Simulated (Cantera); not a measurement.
Feed: 1 mol SiCl4, 41 mol H2, held at 13300 Pa.

These are equilibrium values from Cantera (NASA tables, ideal gas, pure condensed phases), not measurements of a reactor. Candidate condensed phases: Si; 19 gas species. The tables' values for SiCl3 are old estimates; treat these amounts as uncertain. Rates play no part. All values below are at 1150 °C.

Base state: H2 0.924, HCl 0.0613, SiCl2 0.0123, SiCl3 0.00120, SiHCl3 0.000545, SiCl4 0.000466, SiH2Cl2 9.71e-5, H 1.75e-5 (mole fractions); condensed: Si(s).

### Question
What changes in the equilibrium state with this change: SiCl4 replaced by Si2H6?

### Answer
```
species       before    after
----------  --------  -------
H2             0.924    1.000
H            1.75e-5  1.82e-5
HCl           0.0613        0
SiCl2         0.0123        0
SiCl3        0.00120        0
SiHCl3      0.000545        0
SiCl4       0.000466        0
SiH2Cl2      9.71e-5        0
Si(s), mol     0.374     2.00
```
The feed counts by its element totals alone.
